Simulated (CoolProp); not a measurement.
Vapour pressure (MPa) of toluene: the reference equation beside estimates from Tc = 591.7 K, pc = 4.126 MPa, ω = 0.266. Clausius-Clapeyron is anchored at 307 K with a constant enthalpy of vaporisation of 37.56 kJ/mol.

Values from CoolProp's reference Helmholtz-energy equation of state, Lemmon 2006. It is a short technical equation, of lower accuracy than the large ones.

| T (K) | reference | Clausius-Clapeyron | Redlich-Kwong | Soave-Redlich-Kwong |
|---|---|---|---|---|
| 272.7 | 0.0008801 | 0.0009284 | 0.002790 | 0.0008509 |
| 281.3 | 0.001494 | 0.001541 | 0.004496 | 0.001443 |
| 289.8 | 0.002432 | 0.002467 | 0.006956 | 0.002348 |
| 298.4 | 0.003849 | 0.003867 | 0.01048 | 0.003720 |
| 307 | 0.005909 | 0.005909 | 0.01532 | 0.005718 |
| 315.6 | 0.008824 | 0.008823 | 0.02184 | 0.008554 |
| 324.1 | 0.01279 | [?] | 0.03028 | 0.01243 |
| 332.7 | 0.01821 | [?] | 0.04125 | [?] |
| 341.3 | [?] | 0.02592 | 0.05512 | 0.02478 |

Problem. What belongs in the gaps?

Solution. 
- 324.1, Clausius-Clapeyron: 0.01284
- 332.7, Clausius-Clapeyron: 0.01841
- 332.7, Soave-Redlich-Kwong: 0.01773
- 341.3, reference: 0.02538

Absolute difference from the reference over all 9 rows, mean and median: Clausius-Clapeyron 1.6 and 1.1 %, Redlich-Kwong 162.6 and 159.3 %, Soave-Redlich-Kwong 3.1 and 3.2 %.
